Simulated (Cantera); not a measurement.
Cantera run, input and output.

```python
import numpy as np
import cantera as ct

gas = ct.Solution("gri30.yaml")
gas.TPX = 1623, 280000, {'C2H4': 1, 'O2': 1.5, 'N2': 5.64, 'H2O': 0.62}
reactor = ct.IdealGasReactor(gas, energy="on", clone=False)
net = ct.ReactorNet([reactor])
net.rtol, net.atol = 1e-08, 1e-16
show = ['C2H4', 'O2', 'H2O', 'H2O2', 'H2']
times = np.geomspace(1e-06, 1, 15)

steps = ct.SolutionArray(gas, extra=["t"])
rows = []
print(f"{'t/s':>10s}{'T/K':>9s}{'P/Pa':>11s}" + "".join(f"{s:>11s}" for s in show))
for t in times:
    while net.time < t:
        t_next = net.step()
        steps.append(gas.state, t=t_next)
    rows.append([np.interp(t, steps.t, y) for y in (steps.T, steps.P, *steps(*show).X.T)])
    print(f"{t:10.3e}{rows[-1][0]:9.1f}{rows[-1][1]:11.4g}" + "".join(f"{x:11.3e}" for x in rows[-1][2:]))
rate = np.gradient(steps.T, steps.t)
print("integrator steps:", len(steps.t))
if steps.T.max() > steps.T[0] + 200:
    print(f"time of steepest temperature rise: {steps.t[rate.argmax()]:.4e} s")
gas.TPX = 1623, 280000, {'C2H4': 1, 'O2': 1.5, 'N2': 5.64, 'H2O': 0.62}
gas.equilibrate("UV")
print(f"equilibrium (UV): T = {gas.T:.1f} K  " + "  ".join(f"{s} {gas[s].X[0]:.3e}" for s in show))
```

Result:

```
       t/s      T/K       P/Pa       C2H4         O2        H2O       H2O2         H2
 1.000e-06   1622.9    2.8e+05  1.141e-01  1.712e-01  7.078e-02  2.893e-09  1.532e-05
 2.683e-06   1623.0    2.8e+05  1.140e-01  1.711e-01  7.078e-02  2.549e-07  8.666e-05
 7.197e-06   3041.8  6.159e+05  2.305e-05  5.069e-03  1.363e-01  6.668e-07  9.608e-02
 1.931e-05   3065.0  6.307e+05  7.239e-17  4.442e-04  1.201e-01  1.190e-07  1.145e-01
 5.179e-05   3048.0  6.279e+05  5.353e-17  4.826e-04  1.192e-01  1.221e-07  1.144e-01
 1.389e-04   3045.2  6.274e+05  5.488e-17  4.700e-04  1.190e-01  1.197e-07  1.148e-01
 3.728e-04   3044.1  6.272e+05  5.540e-17  4.654e-04  1.189e-01  1.188e-07  1.149e-01
 1.000e-03   3044.1  6.272e+05  5.541e-17  4.653e-04  1.189e-01  1.188e-07  1.149e-01
 2.683e-03   3044.1  6.272e+05  5.541e-17  4.653e-04  1.189e-01  1.188e-07  1.149e-01
 7.197e-03   3044.1  6.272e+05  5.541e-17  4.653e-04  1.189e-01  1.188e-07  1.149e-01
 1.931e-02   3044.1  6.272e+05  5.541e-17  4.653e-04  1.189e-01  1.188e-07  1.149e-01
 5.179e-02   3044.1  6.272e+05  5.541e-17  4.653e-04  1.189e-01  1.188e-07  1.149e-01
 1.389e-01   3044.1  6.272e+05  5.541e-17  4.653e-04  1.189e-01  1.188e-07  1.149e-01
 3.728e-01   3044.1  6.272e+05  5.541e-17  4.653e-04  1.189e-01  1.188e-07  1.149e-01
 1.000e+00   3044.1  6.272e+05  5.541e-17  4.653e-04  1.189e-01  1.188e-07  1.149e-01
integrator steps: 1465
time of steepest temperature rise: 6.5866e-06 s
equilibrium (UV): T = 3044.1 K  C2H4 5.921e-17  O2 4.653e-04  H2O 1.189e-01  H2O2 1.188e-07  H2 1.149e-01
```

Cantera simulation using GRI-Mech 3.0 (53 species, 325 reactions); the numbers are that mechanism's predictions, not measurements. GRI-Mech 3.0 was tuned for natural gas; its chemistry of ethylene as a main component is partial and can be far from experiment. Above 3000 K some thermodynamic fits are extrapolated.
